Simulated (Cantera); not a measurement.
A closed system holds: 1 mol BCl₃, 9.5 mol O₂, 2.6 mol H₂, 1.4 mol NH₃.

Method: chemical equilibrium by Gibbs-energy minimisation in Cantera with the NASA 1993 tables (ideal gas, pure condensed phases). Candidate condensed phases: B, BN, B₂O₃, B₃O₃H₃, H₂O, NH₄Cl; 49 gas species. The tables' values for BCl₂ are old estimates. The numbers say what is thermodynamically allowed, not how fast it happens.

Problem. What condenses at these points (T in °C, P in Pa): (2200, 27000); (550, 1900); (2200, 1900); (700, 7200); (850, 100000)?

Solution. 
```csv
T (°C),P in Pa,condensed phases,B condensed (%)
2200,27000,gas only,0.0
550,1900,B₂O₃,94.4
2200,1900,gas only,0.0
700,7200,B₂O₃,95.7
850,100000,B₂O₃,91.9
```
